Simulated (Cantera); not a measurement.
Charge: 1 mol Fe3O4, 7.2 mol CO, 0.47 mol CH4, held at 1700 °C and 1.33 mbar.

These are equilibrium values from Cantera (NASA tables, ideal gas, pure condensed phases), not measurements of a reactor. Candidate condensed phases: C, C6H6, C7H8, C8H18, Fe, Fe(CO)5, FeO, Fe(OH)2, Fe(OH)3, Fe2O3, Fe3O4, H2O; 114 gas species. The tables' stoichiometric FeO is somewhat more stable than real wüstite, so its field is too wide. FeO: taken at fixed stoichiometry. Equilibrium is a limit: real reactors are often held back by kinetics, nucleation or transport.

Base state: CO 0.661, CO2 0.124, Fe 0.112, H2 0.0499, H2O 0.0419, H 0.00826, FeO 0.00176, OH 0.000659 (mole fractions); condensed: FeO(l).

Task: What changes in the equilibrium state with this change: temperature from 1700 °C to 1425 °C?

Result: 
| species | before | after |
|---|---|---|
| CO | 0.661 | 0.779 |
| CO2 | 0.124 | 0.107 |
| H2 | 0.0499 | 0.0735 |
| Fe | 0.112 | 0.00457 |
| H2O | 0.0419 | 0.0345 |
| O2 | 2.92e-5 | 6.40e-8 |
| O | 8.03e-5 | 3.03e-7 |
| FeO | 0.00176 | 1.81e-5 |
| OH | 0.000659 | 2.59e-5 |
| FeO(l), mol | 1.89 | 2.30 |
| Fe(δ), mol | 0 | 0.657 |
Mutual solubility and eutectic melting of coexisting phases are not modelled.
